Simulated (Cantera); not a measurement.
Charge: 1 mol Fe₂O₃, 1.5 mol CH₄, 16 mol N₂, 13 mol CO, held at 1330 Pa.

These are equilibrium values from Cantera (NASA tables, ideal gas, pure condensed phases), not measurements of a reactor. Candidate condensed phases: C, C₆H₆, C₇H₈, C₈H₁₈, Fe, Fe(CO)₅, FeO, Fe(OH)₂, Fe(OH)₃, Fe₂O₃, Fe₃O₄, H₂O; 140 gas species. The numbers say what is thermodynamically allowed, not how fast it happens.

### Question
At 1800 °C, list the 5 most abundant gas species with their mole fractions, and the condensed phases.

### Answer
N₂ 0.449, CO 0.384, H₂ 0.0629, Fe 0.0558, CO₂ 0.0231. Condensed: gas only.
